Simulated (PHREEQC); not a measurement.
0.41 g of hydrous ferric oxide (600 m²/g; 0.2 weak and 0.005 strong sites per Fe, Dzombak-Morel constants, diffuse double layer) in 1 kg of water with 0.05 mol/kgw of an inert sodium salt, at 25 °C; the pH is set by adding NaOH or the inert anion's acid. O2 is buffered at 0.21 atm. CO2 from the air is kept out. No solid was allowed to form.

Base run: PHREEQC, ion-association model, wateq4f.dat. Each further column changes one thing. The table gives surface charge σ (C/m²).

| pH | base | background salt from 0.05 to 0.005 mol/kgw | oxide from 0.41 to 2 g/kgw | 0.00031 mol/kgw BaCl2 added |
|---|---|---|---|---|
| 3 | 0.357 | 0.305 | 0.358 | 0.357 |
| 4 | 0.294 | 0.184 | 0.295 | 0.295 |
| 5 | 0.181 | 0.091 | 0.182 | 0.182 |
| 5.5 | 0.130 | 0.060 | 0.130 | 0.131 |
| 6.5 | 0.058 | 0.023 | 0.058 | 0.058 |
| 7.5 | 0.017 | 0.006 | 0.017 | 0.019 |
| 8.5 | -0.010 | -0.004 | -0.010 | -0.008 |
| 9 | -0.026 | -0.009 | -0.026 | -0.021 |
| 10 | -0.074 | -0.031 | -0.074 | -0.045 |
| 11 | -0.158 | -0.081 | -0.159 | -0.075 |

The oxide is taken as insoluble; below pH 4 it would dissolve.
